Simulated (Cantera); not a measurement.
An isothermal, constant-pressure homogeneous reactor starts with 5.00 % C2H4, 95.0 % H2, at 1273 K and 1.38 atm.

Detailed kinetics in Cantera: GRI-Mech 3.0 (53 species, 325 reactions). GRI-Mech 3.0 was tuned for natural gas; its chemistry of ethylene as a main component is partial and can be far from experiment. GRI-Mech 3.0 stops at C3 and has no aromatics, soot or wall deposition, so with more carbon than oxygen in the feed, carbon stays in small species such as C2H2 where larger ones or solid carbon would form.

Problem. Predict: x(C2H4) at 20.0 s; x(H2) at 20.0 s; x(C2H2) at 20.0 s; x(H) at 20.0 s; x(CH4) at 20.0 s.

Solution. 
```json
{
  "x(C2H4) at 20.0 s": "0.000179 (gas-phase equilibrium 0.000173)",
  "x(H2) at 20.0 s": "0.895 (gas-phase equilibrium 0.895)",
  "x(C2H2) at 20.0 s": "3.51e-5 (gas-phase equilibrium 3.37e-5)",
  "x(H) at 20.0 s": "5.77e-7 (gas-phase equilibrium 5.74e-7)",
  "x(CH4) at 20.0 s": "0.105 (gas-phase equilibrium 0.105)"
}
```
